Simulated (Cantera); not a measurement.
Mixture: 5.88 % CH₄, 1.21 % C₂H₆, 16.0 % O₂, 76.9 % N₂, at 2.30 bar, adiabatic and at constant volume. Ignition delay is the time to a rise of 400 K.

Model: GRI-Mech 3.0 (53 species, 325 reactions), integrated in Cantera.

Predict: delay at 1125 K; delay at 1325 K; delay at 1525 K; delay at 1725 K; delay at 1925 K; apparent activation energy between 1825 and 2025 K.


| Item | Result |
|---|---|
| delay at 1125 K | 6.01 ms |
| delay at 1325 K | 0.437 ms |
| delay at 1525 K | 81.5 µs |
| delay at 1725 K | 21.4 µs |
| delay at 1925 K | 8.03 µs |
| apparent activation energy between 1825 and 2025 K | 130 kJ/mol |
